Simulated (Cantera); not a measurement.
What does this Cantera script print?

```python
import numpy as np
import cantera as ct

gas = ct.Solution("gri30.yaml")


def delay(T, t_max=10):
    gas.TPX = T, 2100000, {'CO': 1, 'H2': 0.13, 'O2': 0.514, 'N2': 2.26}
    reactor = ct.IdealGasConstPressureReactor(gas, clone=False)
    net = ct.ReactorNet([reactor])
    net.rtol, net.atol = 1e-8, 1e-16
    while net.time < t_max:
        t_old, T_old = net.time, reactor.T
        net.step()
        if reactor.T > T + 400:  # ignition: a rise of 400 K
            return t_old + (T + 400 - T_old) / (reactor.T - T_old) * (net.time - t_old)
    return np.nan


taus = []
for T in [1100, 1150, 1200, 1250, 1300, 1350, 1400, 1450]:
    taus.append(delay(T))
    print(f"T0 = {T:6g} K   tau = {taus[-1]:.4e} s")
```

It prints:

```
T0 =   1100 K   tau = 3.7820e-04 s
T0 =   1150 K   tau = 1.4722e-04 s
T0 =   1200 K   tau = 6.0541e-05 s
T0 =   1250 K   tau = 2.6292e-05 s
T0 =   1300 K   tau = 1.2480e-05 s
T0 =   1350 K   tau = 6.8612e-06 s
T0 =   1400 K   tau = 4.3979e-06 s
T0 =   1450 K   tau = 3.1599e-06 s
```

Detailed kinetics in Cantera: GRI-Mech 3.0 (53 species, 325 reactions). The hydrogen kinetics of GRI-Mech 3.0 are dated; newer H2 mechanisms differ, most at raised pressure. The pressure lies above the range GRI-Mech 3.0 was tuned for (to about 10 atm).
